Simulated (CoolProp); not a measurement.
Vapour-liquid equilibrium of acetone (1) + toluene (2) at 1.27 MPa; x and y are mole fractions of (1).

Computed with CoolProp (multi-fluid Helmholtz-energy mixture model, Lemmon 2006 and Lemmon 2006; pair parameters Bell 2016).

```tsv
x	bubble temperature (°C)	y at the bubble point	dew temperature at overall composition x (°C)	liquid density (mol/L)
0.05	223.3	0.137	228.7	7.036
0.15	209.5	0.345	222.5	7.391
0.25	198.6	0.494	216.0	7.723
0.35	189.9	(withheld)	209.1	8.046
0.45	182.7	(withheld)	201.9	8.371
0.55	176.5	0.762	194.2	8.705
0.65	171.1	0.824	186.1	9.056
0.75	166.2	0.879	177.5	(withheld)
0.85	161.7	0.929	168.7	(withheld)
0.95	157.5	0.977	(withheld)	10.27
```

Problem. Some entries are withheld; supply them.

Solution. 
- 0.35, y at the bubble point: 0.604
- 0.45, y at the bubble point: 0.691
- 0.75, liquid density (mol/L): 9.430
- 0.85, liquid density (mol/L): 9.832
- 0.95, dew temperature at overall composition x (°C): 159.8

No azeotrope shows between x = 0.05 and 0.95.

Pair parameters are fitted to limited data, so mixtures are less certain than the pure fluids.
